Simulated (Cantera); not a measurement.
Charge: 1 mol HI, a varied amount of O2, equilibrated at 1223 K and 18.0 Pa.

Equilibrium computed with Cantera from the NASA thermochemical tables; the gas is ideal and each condensed phase is pure. Candidate condensed phases: H2O, I2; 12 gas species. Rates play no part.

### Question
At 0.38 mol O2, list the 6 most abundant gas species with their mole fractions, and the condensed phases.

### Answer
I 0.612, H2O 0.307, O2 0.0798, I2 0.000744, HI 0.000162, OH 4.83e-5. Condensed: gas only.
